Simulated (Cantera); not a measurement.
An isothermal, constant-pressure homogeneous reactor starts with 23.8 % C3H8, 76.2 % H2, at 1300 K and 1.00 bar.

Detailed kinetics in Cantera: GRI-Mech 3.0 (53 species, 325 reactions). GRI-Mech 3.0 was tuned for natural gas; its chemistry of propane as a main component is partial and can be far from experiment. GRI-Mech 3.0 stops at C3 and has no aromatics, soot or wall deposition, so with more carbon than oxygen in the feed, carbon stays in small species such as C2H2 where larger ones or solid carbon would form.

x: mole fraction; the columns are a selection and need not sum to one.

| t (s) | x C3H8 | x H2 | x CH2 | x CH4 | x H |
|---|---|---|---|---|---|
| 0.000500 | 0.120 | 0.693 | 1.54e-8 | 0.0865 | 1.62e-5 |
| 0.00126 | 0.0427 | 0.648 | 5.40e-9 | 0.146 | 1.66e-5 |
| 0.00316 | [?] | 0.626 | 8.46e-10 | 0.177 | [?] |
| 0.00793 | 0.000389 | 0.623 | 1.94e-10 | 0.183 | 5.62e-6 |
| 0.0199 | 3.81e-5 | 0.624 | 1.34e-10 | 0.186 | 4.68e-6 |
| 0.0501 | 2.95e-5 | 0.624 | 1.18e-10 | 0.191 | 4.35e-6 |
| 0.126 | 2.29e-5 | 0.621 | 9.86e-11 | 0.203 | 3.87e-6 |
| 0.316 | 1.86e-5 | 0.608 | 8.15e-11 | 0.227 | 3.27e-6 |
| 0.795 | [?] | 0.581 | 6.58e-11 | [?] | [?] |
| 2.00 | 1.22e-5 | 0.542 | 4.84e-11 | 0.329 | 1.89e-6 |
| 5.02 | 8.36e-6 | 0.497 | 3.31e-11 | 0.397 | 1.31e-6 |
| 12.6 | 5.43e-6 | 0.456 | 2.30e-11 | 0.459 | 9.29e-7 |
| 31.7 | 4.04e-6 | 0.432 | 1.84e-11 | 0.496 | 7.59e-7 |
| 79.6 | 3.79e-6 | 0.427 | 1.76e-11 | 0.503 | 7.28e-7 |
| 200 | 3.78e-6 | 0.427 | 1.76e-11 | 0.504 | 7.28e-7 |

### Question
Some entries are withheld; supply them.

### Answer

- 0.00316, x C3H8: 0.00570
- 0.00316, x H: 1.07e-5
- 0.795, x C3H8: 1.58e-5
- 0.795, x CH4: 0.269
- 0.795, x H: 2.59e-6
